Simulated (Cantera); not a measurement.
An isothermal, constant-pressure homogeneous reactor starts with CH₄ : H₂O : H₂ = 1 : 1.2 : 0.061 (molar parts), at 1600 K and 100000 Pa. Integrator tolerance rtol = 1e-08.

Model: GRI-Mech 3.0 (53 species, 325 reactions), integrated in Cantera.

Problem. What does this change do: H2O 1.2 to 1.8 parts?

Solution. 
```json
[
 {"quantity": "x(CH₄) at 90.0 s", "before": "0.00450 (gas-phase equilibrium 2.86e-6)", "after": "0.000524 (gas-phase equilibrium 4.76e-7)"},
 {"quantity": "x(H₂O) at 90.0 s", "before": "0.0480 (gas-phase equilibrium 0.0424)", "after": "0.150 (gas-phase equilibrium 0.150)"},
 {"quantity": "x(H₂) at 90.0 s", "before": "0.715 (gas-phase equilibrium 0.723)", "after": "0.644 (gas-phase equilibrium 0.644)"},
 {"quantity": "x(C₂H₂) at 90.0 s", "before": "0.000516 (gas-phase equilibrium 2.28e-10)", "after": "6.93e-6 (gas-phase equilibrium 8.91e-12)"},
 {"quantity": "x(H₂O₂) at 90.0 s", "before": "<1e-12 (gas-phase equilibrium <1e-12)", "after": "<1e-12 (gas-phase equilibrium <1e-12)"},
 {"quantity": "x(HCO) at 90.0 s", "before": "1.16e-8 (gas-phase equilibrium 1.19e-8)", "after": "9.25e-9 (gas-phase equilibrium 9.29e-9)"},
 {"quantity": "x(HO₂) at 90.0 s", "before": "<1e-12 (gas-phase equilibrium <1e-12)", "after": "<1e-12 (gas-phase equilibrium <1e-12)"}
]
```

Problem. What does this change do: temperature 1600 to 1573 K?

Solution. 
| quantity | before | after |
|---|---|---|
| x(CH₄) at 90.0 s | 0.00450 (gas-phase equilibrium 2.86e-6) | 0.00927 (gas-phase equilibrium 3.84e-6) |
| x(H₂O) at 90.0 s | 0.0480 (gas-phase equilibrium 0.0424) | 0.0544 (gas-phase equilibrium 0.0423) |
| x(H₂) at 90.0 s | 0.715 (gas-phase equilibrium 0.723) | 0.707 (gas-phase equilibrium 0.723) |
| x(C₂H₂) at 90.0 s | 0.000516 (gas-phase equilibrium 2.28e-10) | 0.00139 (gas-phase equilibrium 2.43e-10) |
| x(H₂O₂) at 90.0 s | <1e-12 (gas-phase equilibrium <1e-12) | <1e-12 (gas-phase equilibrium <1e-12) |
| x(HCO) at 90.0 s | 1.16e-8 (gas-phase equilibrium 1.19e-8) | 9.30e-9 (gas-phase equilibrium 9.77e-9) |
| x(HO₂) at 90.0 s | <1e-12 (gas-phase equilibrium <1e-12) | <1e-12 (gas-phase equilibrium <1e-12) |
